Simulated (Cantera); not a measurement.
# Low-pressure radical oxidation in H2/O2

An isothermal, constant-pressure homogeneous reactor starts with H2 : O2 = 0.0033 : 1 (molar parts), equivalence ratio 0.0016, at 1098 K and 0.0263 atm.

Detailed kinetics in Cantera: the H2/O2 subset of GRI-Mech 3.0, which has no nitrogen chemistry. Radical loss at walls, strong at low pressure, is not modelled.

```tsv
t (s)	x H2	x O2	x O	x HO2	x H2O2
1.00e-5	0.00329	0.997	<1e-12	7.30e-12	<1e-12
4.76e-5	0.00329	0.997	1.58e-11	3.49e-11	<1e-12
0.000227	0.00329	0.997	1.53e-10	1.67e-10	<1e-12
0.00108	0.00329	0.997	1.49e-9	8.05e-10	<1e-12
0.00514	0.00329	0.997	1.41e-7	5.71e-9	2.26e-12
0.0245	4.59e-5	0.994	0.00233	1.31e-6	2.84e-8
0.117	2.14e-6	0.996	0.000974	6.07e-7	1.20e-8
0.556	2.78e-7	0.997	0.000132	1.99e-7	7.81e-9
2.65	1.87e-8	0.997	9.46e-6	3.30e-8	1.85e-9
12.6	1.44e-9	0.997	7.70e-7	4.11e-9	2.18e-10
60.0	1.70e-10	0.997	9.50e-8	8.94e-10	2.95e-11
```
x: mole fraction; the columns are a selection and need not sum to one.

Equilibrium at this temperature and pressure: H2 2.55e-11, O2 0.997, O 1.46e-8, HO2 9.16e-10, H2O2 4.75e-12 (gas phase only).
